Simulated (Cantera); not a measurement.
## Calcination and drying: MgSO₄ + CO₂ + O₂

Feed: 1 mol MgSO₄, 0.89 mol CO₂, 1.4 mol O₂, held at 1330 Pa.

Method: chemical equilibrium by Gibbs-energy minimisation in Cantera with the NASA 1993 tables (ideal gas, pure condensed phases). Candidate condensed phases: C, Mg, MgCO₃, MgO, MgS, MgSO₄, S; 26 gas species. Kinetics and transport are ignored.

| T (K) | x O₂ | x CO₂ | x SO₂ | x O | x CO | x SO₃ | n MgSO₄(s) | n MgO(s) |
|---|---|---|---|---|---|---|---|---|
| 525 | 0.611 | 0.389 | <1e-12 | <1e-12 | <1e-12 | 3.63e-12 | 1.00 | 0 |
| 675 | 0.611 | 0.389 | <1e-12 | <1e-12 | <1e-12 | 3.21e-11 | 1.00 | 0 |
| 825 | 0.611 | 0.389 | 1.53e-7 | 1.70e-12 | <1e-12 | 3.05e-7 | 1.000 | 0 |
| 975 | 0.611 | 0.388 | 0.000737 | 4.88e-10 | 1.10e-10 | 0.000162 | 0.998 | 0.00206 |
| 1125 | 0.499 | 0.236 | 0.255 | 2.82e-8 | 7.67e-9 | 0.0102 | 0 | 1.00 |
| 1275 | 0.501 | 0.235 | 0.261 | 6.84e-7 | 2.64e-7 | 0.00310 | 0 | 1.00 |
| 1425 | 0.501 | 0.235 | 0.263 | 8.51e-6 | 4.31e-6 | 0.00120 | 0 | 1.00 |
| 1575 | 0.501 | 0.235 | 0.263 | 6.56e-5 | 4.10e-5 | 0.000559 | 0 | 1.00 |
| 1725 | 0.501 | 0.235 | 0.263 | 0.000356 | 0.000262 | 0.000298 | 0 | 1.00 |
| 1875 | 0.501 | 0.233 | 0.263 | 0.00147 | 0.00124 | 0.000176 | 0 | 1.000 |
| 2025 | 0.499 | 0.229 | 0.262 | 0.00495 | 0.00457 | 0.000112 | 0 | 1.000 |
| 2175 | 0.495 | 0.218 | 0.258 | 0.0140 | 0.0136 | 7.50e-5 | 0 | 0.999 |
x: gas mole fraction; n: condensed amount in mol.

From 525 K to 825 K the condensed part is MgSO₄(s). At 975 K the condensed part is MgO(s) + MgSO₄(s). From 1125 K to 2175 K the condensed part is MgO(s).
